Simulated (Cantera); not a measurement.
Nitride etching: Si3N4 + HCl + H2

A closed system holds: 1 mol Si3N4, 12 mol HCl, 76 mol H2, held at 0.100 bar.

These are equilibrium values from Cantera (NASA tables, ideal gas, pure condensed phases), not measurements of a reactor. Candidate condensed phases: NH4Cl, Si, Si3N4; 28 gas species. The tables' values for SiCl3, SiCl are old estimates; treat these amounts as uncertain. Gases not in the tables: Si2H6 and higher silanes. Rates play no part.

| T (K) | x H2 | x HCl | x SiCl2 | x N2 | x SiCl4 | x H | x SiCl3 | x SiHCl3 | n Si3N4(s) | n Si(l) |
|---|---|---|---|---|---|---|---|---|---|---|
| 1248 | 0.868 | 0.127 | 0.000367 | 0.00173 | 0.00156 | 1.38e-6 | 0.000281 | 0.000374 | 0.924 | 0 |
| 1298 | 0.868 | 0.127 | 0.000884 | 0.00198 | 0.00125 | 3.16e-6 | 0.000430 | 0.000386 | 0.913 | 0 |
| 1348 | 0.868 | 0.126 | 0.00184 | 0.00249 | 0.000931 | 6.82e-6 | 0.000583 | 0.000364 | 0.890 | 0 |
| 1398 | 0.868 | 0.124 | 0.00334 | 0.00336 | 0.000642 | 1.39e-5 | 0.000709 | 0.000316 | 0.852 | 0 |
| 1448 | 0.868 | 0.120 | 0.00549 | 0.00465 | 0.000416 | 2.72e-5 | 0.000789 | 0.000257 | 0.794 | 0 |
| 1498 | 0.869 | 0.115 | 0.00833 | 0.00642 | 0.000257 | 5.07e-5 | 0.000819 | 0.000200 | 0.716 | 0 |
| 1548 | 0.870 | 0.108 | 0.0118 | 0.00865 | 0.000152 | 9.08e-5 | 0.000802 | 0.000149 | 0.616 | 0 |
| 1598 | 0.872 | 0.100 | 0.0159 | 0.0113 | 8.63e-5 | 0.000157 | 0.000746 | 0.000108 | 0.498 | 0 |
| 1648 | 0.873 | 0.0911 | 0.0204 | 0.0142 | 4.73e-5 | 0.000263 | 0.000662 | 7.56e-5 | 0.367 | 0 |
| 1698 | 0.875 | 0.0818 | 0.0251 | 0.0172 | 2.51e-5 | 0.000428 | 0.000564 | 5.16e-5 | 0.230 | 0 |
| 1748 | 0.870 | 0.0812 | 0.0253 | 0.0222 | 1.39e-5 | 0.000674 | 0.000444 | 3.29e-5 | 0 | 0.674 |
| 1798 | 0.869 | 0.0829 | 0.0245 | 0.0222 | 8.15e-6 | 0.00104 | 0.000351 | 2.13e-5 | 0 | 0.743 |
x: gas mole fraction; n: condensed amount in mol.

From 1248 K to 1698 K the condensed part is Si3N4(s). From 1748 K to 1798 K the condensed part is Si(l). The main Si-bearing gas is SiCl4 at 1248 K and SiCl2 at 1798 K. The share of Si in condensed phases is highest at 1248 K (92.4 %) and lowest at 1748 K (22.5 %).
